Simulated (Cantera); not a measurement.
Feed: 1 mol CCl4, 0.19 mol CH4, at 1973.15 K and 1.70 Pa.

These are equilibrium values from Cantera (NASA tables, ideal gas, pure condensed phases), not measurements of a reactor. Candidate condensed phases: C, C6H6, C7H8, C8H18; 91 gas species. Equilibrium is a limit: real reactors are often held back by kinetics, nucleation or transport.

Base state: Cl 0.816, HCl 0.165, H 0.0162, H2 0.00246, Cl2 2.56e-5 (mole fractions); condensed: C(graphite).

### Question
What changes in the equilibrium state with this change: CH4 from 0.19 to 1.8 mol?

### Answer
| species | before | after |
|---|---|---|
| HCl | 0.165 | 0.394 |
| H2 | 0.00246 | 0.249 |
| Cl | 0.816 | 0.193 |
| H | 0.0162 | 0.164 |
| C2H2 (acetylene) | 1.58e-6 | 0.000160 |
| Cl2 | 2.56e-5 | 1.43e-6 |
| C(graphite), mol | 1.19 | 2.80 |

### Question
What changes in the equilibrium state with this change: CH4 from 0.19 to 0.0074 mol?

### Answer
```tsv
species	before	after
Cl	0.816	0.993
HCl	0.165	0.00684
H	0.0162	0.000553
H2	0.00246	2.84e-6
Cl2	2.56e-5	3.79e-5
C(graphite), mol	1.19	1.01
```

### Question
What changes in the equilibrium state with this change: pressure from 1.70 Pa to 11.0 mbar?

### Answer
| species | before | after |
|---|---|---|
| Cl | 0.816 | 0.791 |
| HCl | 0.165 | 0.193 |
| Cl2 | 2.56e-5 | 0.0156 |
| H | 0.0162 | 3.02e-5 |
| H2 | 0.00246 | 5.50e-6 |
| C(graphite), mol | 1.19 | 1.19 |
